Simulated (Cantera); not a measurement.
An isothermal, constant-pressure homogeneous reactor starts with 92.4 % NH3, 7.56 % N2, at 2325 K and 0.257 atm.

Detailed kinetics in Cantera: the gas-phase N/H chemistry of the illustrative SiF4/NH3 mechanism in the Surface Chemkin manual (1991). Walls and surfaces, which speed up NH3 decomposition in real reactors, are not modelled.

One state of this run: x NH3 = 0.675; x N2H2 = 2.03e-5; x N2H4 = 2.00e-7; x H = 0.000365; x NH2 = 0.00398; x N2 = 0.129. x: mole fraction; the columns are a selection and need not sum to one.

Q: Which value of t (s) does it belong to?
A. 0.00566
B. 4.00
C. 2.97e-5
D. 0.00152

A: D, 0.00152
